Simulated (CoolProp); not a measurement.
A single-stage vapour-compression cycle with R227EA: evaporating at 324.15 K (dew point), condensing at 365.15 K (bubble point), superheat 10 K, subcooling 8 K, compressor efficiency 0.75, no pressure losses. Each further row changes one setting.

The numbers come from the reference Helmholtz-energy equation of state, Lemmon 2016 in CoolProp.

```json
[
 {"case": "as stated", "cooling COP": "4.05", "pressure ratio": "2.55", "discharge temperature (K)": "371.2", "refrigerating effect (kJ/kg)": "60.1", "volumetric capacity (kJ/m³)": "4310"},
 {"case": "evaporating temperature 329.15 K", "cooling COP": "4.92", "pressure ratio": "2.25", "discharge temperature (K)": "(withheld)", "refrigerating effect (kJ/kg)": "63.1", "volumetric capacity (kJ/m³)": "5170"},
 {"case": "condensing temperature 360.15 K", "cooling COP": "5.03", "pressure ratio": "2.30", "discharge temperature (K)": "366.2", "refrigerating effect (kJ/kg)": "67.4", "volumetric capacity (kJ/m³)": "4830"},
 {"case": "subcooling 13 K", "cooling COP": "(withheld)", "pressure ratio": "2.55", "discharge temperature (K)": "371.2", "refrigerating effect (kJ/kg)": "(withheld)", "volumetric capacity (kJ/m³)": "4860"},
 {"case": "superheat 20 K", "cooling COP": "4.34", "pressure ratio": "2.55", "discharge temperature (K)": "(withheld)", "refrigerating effect (kJ/kg)": "70.0", "volumetric capacity (kJ/m³)": "(withheld)"},
 {"case": "compressor efficiency 0.65", "cooling COP": "3.51", "pressure ratio": "2.55", "discharge temperature (K)": "372.7", "refrigerating effect (kJ/kg)": "60.1", "volumetric capacity (kJ/m³)": "4310"}
]
```

Question: Complete the blanks.

Answer: 
- evaporating temperature 329.15 K, discharge temperature (K): 371.8
- subcooling 13 K, cooling COP: 4.57
- subcooling 13 K, refrigerating effect (kJ/kg): 67.8
- superheat 20 K, discharge temperature (K): 379.0
- superheat 20 K, volumetric capacity (kJ/m³): 4730
